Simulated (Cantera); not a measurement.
An adiabatic, constant-volume homogeneous reactor starts with 4.72 % CO, 1.56 % H₂, 1.09 % CH₄, 14.7 % O₂, 55.7 % N₂, 22.2 % CO₂, at 1323 K and 500000 Pa.

Computed with Cantera and GRI-Mech 3.0 (53 species, 325 reactions).

One state of this run: T (K) = 2074; P (bar) = 7.60; x CO = 0.000808; x H₂ = 2.20e-5; x CH₄ = <1e-12; x HCN = <1e-12; x C₂H₆ = <1e-12; x OH = 0.000891. x: mole fraction; the columns are a selection and need not sum to one.

Problem. Which value of t (s) does it belong to?
A) 4.75e-5
B) 1.19e-5
C) 0.000189
D) 0.00300

Solution. D, 0.00300
